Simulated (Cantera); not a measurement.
# NO annealing gas

An isothermal, constant-pressure homogeneous reactor starts with 47.6 % NO, 52.4 % N₂, at 1775 K and 1330 Pa.

Cantera simulation using GRI-Mech 3.0 (53 species, 325 reactions); the numbers are that mechanism's predictions, not measurements. Radical loss at walls, strong at low pressure, is not modelled.

| t (s) | x NO | x O | x N₂O | x O₂ | x N₂ | x NO₂ |
|---|---|---|---|---|---|---|
| 3.00e-5 | 0.476 | 1.67e-8 | 1.67e-8 | <1e-12 | 0.524 | 2.72e-12 |
| 8.35e-5 | 0.476 | 4.65e-8 | 4.65e-8 | 5.56e-12 | 0.524 | 2.12e-11 |
| 0.000232 | 0.476 | 1.29e-7 | 1.29e-7 | 4.35e-11 | 0.524 | 1.66e-10 |
| 0.000646 | 0.476 | 3.60e-7 | 3.59e-7 | 3.34e-10 | 0.524 | 1.27e-9 |
| 0.00180 | 0.476 | 9.98e-7 | 9.97e-7 | 2.56e-9 | 0.524 | 9.58e-9 |
| 0.00500 | 0.476 | 2.76e-6 | 2.75e-6 | 1.98e-8 | 0.524 | 7.13e-8 |
| 0.0139 | 0.476 | 7.57e-6 | 7.43e-6 | 1.57e-7 | 0.524 | 4.99e-7 |
| 0.0387 | 0.476 | 2.05e-5 | 1.92e-5 | 1.41e-6 | 0.524 | 2.91e-6 |
| 0.108 | 0.476 | 5.08e-5 | 4.32e-5 | 1.59e-5 | 0.524 | 1.00e-5 |
| 0.300 | 0.476 | 8.06e-5 | 7.13e-5 | 0.000127 | 0.524 | 1.49e-5 |
| 0.834 | 0.475 | 8.79e-5 | 7.97e-5 | 0.000531 | 0.524 | 1.62e-5 |
| 2.32 | 0.473 | 9.32e-5 | 7.85e-5 | 0.00169 | 0.526 | 1.83e-5 |
| 6.46 | 0.466 | 0.000106 | 7.50e-5 | 0.00495 | 0.529 | 2.34e-5 |
| 18.0 | 0.447 | 0.000135 | 6.65e-5 | 0.0143 | 0.538 | 3.41e-5 |
| 50.0 | 0.395 | 0.000192 | 4.84e-5 | 0.0402 | 0.564 | 5.01e-5 |
x: mole fraction; the columns are a selection and need not sum to one.

Equilibrium at this temperature and pressure: NO 0.00399, O 0.000405, N₂O 2.61e-8, O₂ 0.236, N₂ 0.760, NO₂ 1.29e-6 (gas phase only).
